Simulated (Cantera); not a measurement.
**Equilibrium for carbothermic reduction: SiO₂ + CH₄ + H₂**

Input: 1 mol SiO₂, a varied amount of CH₄, 20 mol H₂, equilibrated at 1525 K and 100 Torr.

Method: chemical equilibrium by Gibbs-energy minimisation in Cantera with the NASA 1993 tables (ideal gas, pure condensed phases). Candidate condensed phases: C, C₆H₆, C₇H₈, C₈H₁₈, H₂O, Si, SiC, SiO₂; 123 gas species. Mutual solubility and eutectic melting of coexisting phases are not modelled. The tables hold silica as quartz up to 1696 K and as liquid above; real silica turns to tridymite and cristobalite and melts near 1996 K. Equilibrium is a limit: real reactors are often held back by kinetics, nucleation or transport.

```csv
n(CH₄) (mol),log p H₂,log p CO,log p SiO,log p CH₄,n SiC(s),n SiO₂(β-quartz),n C(graphite)
0.67,-0.88,-2.56,-3.78,-5.13,0.214,0.759,0
0.78,-0.89,-2.50,-3.80,-5.10,0.251,0.723,0
0.91,-0.89,-2.44,-3.82,-5.06,0.294,0.680,0
1.1,-0.89,-2.37,-3.84,-5.02,0.358,0.617,0
1.2,-0.89,-2.33,-3.85,-5.00,0.391,0.584,0
1.4,-0.89,-2.28,-3.87,-4.96,0.458,0.518,0
1.6,-0.90,-2.23,-3.89,-4.93,0.525,0.451,0
1.9,-0.90,-2.17,-3.91,-4.90,0.625,0.352,0
2.2,-0.90,-2.12,-3.92,-4.87,0.725,0.252,0
2.6,-0.90,-2.07,-3.94,-4.84,0.858,0.119,0
3,-0.91,-2.02,-4.69,-4.46,0.996,0,0.00104
3.4,-0.91,-2.03,-4.70,-4.45,0.996,0,0.401
4,-0.91,-2.05,-4.72,-4.45,0.996,0,1.00
```
log p: log10 of the partial pressure in bar; n: condensed amount in mol.

From 0.67 mol CH₄ to 2.6 mol CH₄ the condensed part is SiC(s) + SiO₂(β-quartz). From 3 mol CH₄ to 4 mol CH₄ the condensed part is C(graphite) + SiC(s). The main Si-bearing gas is SiO throughout.
